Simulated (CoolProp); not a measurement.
Vapour-liquid equilibrium of isohexane (1) + benzene (2) at 142.55 °C; x and y are mole fractions of (1).

The numbers come from the multi-fluid Helmholtz-energy mixture model, Lemmon 2006 and Thol 2012; pair parameters Bell 2016 in CoolProp.

```csv
x,"bubble pressure, mixture model (bar)","bubble pressure, Raoult's law (bar)","y, mixture model","y, Raoult's law"
0.05,5.310,5.131,0.099,0.076
0.2,6.050,5.557,0.309,0.282
0.35,6.576,5.983,0.457,0.458
0.5,6.978,6.410,0.584,0.611
0.65,7.298,6.836,0.704,0.745
0.8,7.558,7.262,0.827,0.863
0.95,7.769,7.688,0.956,0.968
```

The largest gap from Raoult's law is +9.9 % in bubble pressure, at x = 0.35. No azeotrope shows between x = 0.05 and 0.95.

Pair parameters are fitted to limited data, so mixtures are less certain than the pure fluids.
